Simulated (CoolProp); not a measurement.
Properties of C3F8 (R218) at several states.

The numbers come from the reference Helmholtz-energy equation of state, Lemmon 2006 in CoolProp. It is a short technical equation, of lower accuracy than the large ones.

```json
[
 {"T (K)": "266.9", "p (MPa)": "2.35", "phase": "liquid", "density (kg/m³)": "1499", "cp (kJ/(kg K))": "1.040", "cv (kJ/(kg K))": "0.7383"},
 {"T (K)": "409.6", "p (MPa)": "0.271", "phase": "gas", "density (kg/m³)": "15.24", "cp (kJ/(kg K))": "0.9455", "cv (kJ/(kg K))": "0.8966"},
 {"T (K)": "251", "p (MPa)": "1.25", "phase": "liquid", "density (kg/m³)": "1559", "cp (kJ/(kg K))": "1.005", "cv (kJ/(kg K))": "0.7115"}
]
```
